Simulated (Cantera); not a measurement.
Charge: 1 mol Si3N4, 0.012 mol N2O, 2.3 mol N2, at 1475 °C.

Cantera equilibrium calculation (NASA polynomials, part measured and part estimated; ideal gas, pure solids and liquids). Candidate condensed phases: Si, SiO2, Si2N2O, Si3N4; 16 gas species. Mutual solubility and eutectic melting of coexisting phases are not modelled. The numbers say what is thermodynamically allowed, not how fast it happens.

Which condensed phases are stable at each of these points (P (Pa)): 0.100, 0.750, 5.60, 42, 320, 2400, 18000, 130000, 1000000?


| P (Pa) | condensed phases | Si condensed (%) |
|---|---|---|
| 0.100 | gas only | 0.0 |
| 0.750 | Si(l) | 64.0 |
| 5.60 | Si(l) | 95.6 |
| 42 | Si(l) | 99.1 |
| 320 | Si(l) | 99.5 |
| 2400 | Si2N2O(s) + Si3N4(s) | 99.8 |
| 18000 | Si2N2O(s) + Si3N4(s) | 100.0 |
| 130000 | Si2N2O(s) + Si3N4(s) | 100.0 |
| 1000000 | Si2N2O(s) + Si3N4(s) | 100.0 |

At 0.100 Pa nothing is condensed. From 0.750 Pa to 3.20 mbar the condensed part is Si(l). From 24.0 mbar to 10.0 bar the condensed part is Si2N2O(s) + Si3N4(s).
